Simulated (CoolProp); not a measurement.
Saturated liquid density (kg/m³) of R1233zd(E): the reference equation beside estimates from Tc = 165.7 °C, pc = 3.583 MPa, ω = 0.304.

Values from CoolProp's reference Helmholtz-energy equation of state, Akasaka 2022.

```
T (°C)  reference  van der Waals  Redlich-Kwong  Soave-Redlich-Kwong
------  ---------  -------------  -------------  -------------------
11.45        1295          762.7              …                 1164
22.75        1268              …           1089                 1139
34.05        1241          731.4           1060                 1113
45.35        1212          714.5              …                 1084
56.65        1182          696.8          998.6                 1053
67.95        1151          678.0          964.9                 1020
79.15        1118          658.2          929.2                984.4
90.45        1082          636.7          890.5                945.1
101.75       1044          613.5          848.7                901.7
113.05       1001          588.0          802.9                853.4
124.35      953.6          559.6          752.1                798.8
135.65          …          526.9          694.2                735.4
```

Question: Some entries are withheld; supply them.

Answer: 
- 11.45, Redlich-Kwong: 1116
- 22.75, van der Waals: 747.4
- 45.35, Redlich-Kwong: 1030
- 135.65, reference: 898.1

Absolute difference from the reference over all 12 rows, mean and median: van der Waals 41.2 and 41.1 %, Redlich-Kwong 17.2 and 16.5 %, Soave-Redlich-Kwong 12.6 and 11.7 %.
